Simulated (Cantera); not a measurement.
Equilibrium for carbothermic reduction: TiO₂ + CH₄ + CO

A closed system holds: 1 mol TiO₂, a varied amount of CH₄, 0.013 mol CO, at 1250 °C and 13300 Pa.

Cantera equilibrium calculation (NASA polynomials, part measured and part estimated; ideal gas, pure solids and liquids). Candidate condensed phases: C, C₆H₆, C₇H₈, C₈H₁₈, H₂O, Ti, TiC, TiO, TiO₂, Ti₂O₃, Ti₃O₅, Ti₄O₇; 113 gas species. Mutual solubility and eutectic melting of coexisting phases are not modelled. TiC: taken at fixed stoichiometry. Equilibrium is a limit: real reactors are often held back by kinetics, nucleation or transport.

At 0.42 mol CH₄ the condensed part is Ti₂O₃(s) + Ti₃O₅(s). From 0.55 mol CH₄ to 2.8 mol CH₄ the condensed part is TiC(s) + Ti₂O₃(s). From 3.6 mol CH₄ to 4.7 mol CH₄ the condensed part is C(graphite) + TiC(s).

| n(CH₄) (mol) | x H₂ | x CO | x H₂O | x CH₄ | x H | x CO₂ | x C₂H₂ (acetylene) | x CH₃ | n Ti₂O₃(s) | n Ti₃O₅(s) | n TiC(s) | n C(graphite) |
|---|---|---|---|---|---|---|---|---|---|---|---|---|
| 0.42 | 0.660 | 0.340 | 0.000259 | 2.25e-5 | 5.14e-5 | 4.97e-5 | 2.21e-7 | 3.56e-8 | 0.261 | 0.159 | 0 | 0 |
| 0.55 | 0.669 | 0.330 | 0.000151 | 3.91e-5 | 5.18e-5 | 2.78e-5 | 6.39e-7 | 6.14e-8 | 0.490 | 0 | 0.0201 | 0 |
| 0.72 | 0.690 | 0.309 | 0.000152 | 4.00e-5 | 5.26e-5 | 2.54e-5 | 6.09e-7 | 6.18e-8 | 0.456 | 0 | 0.0881 | 0 |
| 0.94 | 0.707 | 0.292 | 0.000152 | 4.06e-5 | 5.32e-5 | 2.34e-5 | 5.83e-7 | 6.20e-8 | 0.412 | 0 | 0.176 | 0 |
| 1.2 | 0.720 | 0.280 | 0.000152 | 4.10e-5 | 5.37e-5 | 2.20e-5 | 5.63e-7 | 6.20e-8 | 0.360 | 0 | 0.280 | 0 |
| 1.6 | 0.732 | 0.268 | 0.000152 | 4.12e-5 | 5.41e-5 | 2.08e-5 | 5.44e-7 | 6.19e-8 | 0.280 | 0 | 0.440 | 0 |
| 2.1 | 0.740 | 0.260 | 0.000152 | 4.14e-5 | 5.45e-5 | 1.98e-5 | 5.29e-7 | 6.18e-8 | 0.180 | 0 | 0.640 | 0 |
| 2.8 | 0.747 | 0.253 | 0.000152 | 4.15e-5 | 5.47e-5 | 1.91e-5 | 5.17e-7 | 6.16e-8 | 0.0398 | 0 | 0.920 | 0 |
| 3.6 | 0.781 | 0.218 | 3.32e-5 | 0.000187 | 5.59e-5 | 3.46e-6 | 9.23e-6 | 2.72e-7 | 0 | 0 | 1.00 | 0.598 |
| 4.7 | 0.823 | 0.176 | 2.82e-5 | 0.000208 | 5.74e-5 | 2.25e-6 | 9.73e-6 | 2.95e-7 | 0 | 0 | 1.00 | 1.70 |
x: gas mole fraction; n: condensed amount in mol.
